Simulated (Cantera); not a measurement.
**Equilibrium for silicon carbide growth: CH3SiCl3 + HCl + H2**

Feed: 1 mol CH3SiCl3, 0.59 mol HCl, 2.2 mol H2, at 827 °C and 10.0 Torr.

Cantera equilibrium calculation (NASA polynomials, part measured and part estimated; ideal gas, pure solids and liquids). Candidate condensed phases: C, C6H6, C7H8, C8H18, Si, SiC; 109 gas species. The feed counts by its element totals alone. The tables' values for SiCl3 are old estimates; treat these amounts as uncertain. The numbers say what is thermodynamically allowed, not how fast it happens.

| Property | Value |
|---|---|
| x(H2) | 0.585 |
| x(HCl) | 0.328 |
| x(SiCl4) | 0.0837 |
| x(SiHCl3) | 0.00220 |
| x(SiCl3) | 0.00140 |
| x(SiCl2) | 0.000324 |
| x(CH4) | 0.000164 |
| x(SiH2Cl2) | 6.96e-6 |
| n(C(graphite)) | 0.466 mol |
| n(SiC(s)) | 0.533 mol |
| gas amount | 5.328 mol |
| log10 activity of Si(s) (absent) | -3.06 |
